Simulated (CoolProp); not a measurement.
Vapour-liquid equilibrium of cyclohexane (1) + p-xylene (2) at 300.4 K; x and y are mole fractions of (1).

Computed with CoolProp (multi-fluid Helmholtz-energy mixture model, Zhou 2014 and Zhou 2012; pair parameters Bell 2016).

| x | bubble pressure (kPa) | y at the bubble point | dew pressure at overall composition x (kPa) | liquid density (mol/L) |
|---|---|---|---|---|
| 0.05 | 2.324 | 0.452 | 1.405 | 8.100 |
| 0.15 | 4.101 | 0.719 | 1.558 | 8.199 |
| 0.25 | 5.653 | 0.817 | 1.750 | 8.301 |
| 0.35 | 7.025 | 0.869 | 1.994 | 8.406 |
| 0.45 | 8.261 | 0.902 | 2.318 | ___ |
| 0.55 | ___ | 0.926 | 2.766 | 8.624 |
| 0.65 | ___ | 0.946 | 3.427 | 8.738 |
| 0.75 | 11.56 | 0.962 | 4.491 | 8.856 |
| 0.85 | 12.65 | 0.977 | ___ | 8.978 |
| 0.95 | 13.79 | ___ | 10.76 | 9.105 |

What belongs in the gaps?


- 0.45, liquid density (mol/L): 8.513
- 0.55, bubble pressure (kPa): 9.402
- 0.65, bubble pressure (kPa): 10.49
- 0.85, dew pressure at overall composition x (kPa): 6.458
- 0.95, y at the bubble point: 0.992

No azeotrope shows between x = 0.05 and 0.95.

Pair parameters are fitted to limited data, so mixtures are less certain than the pure fluids.
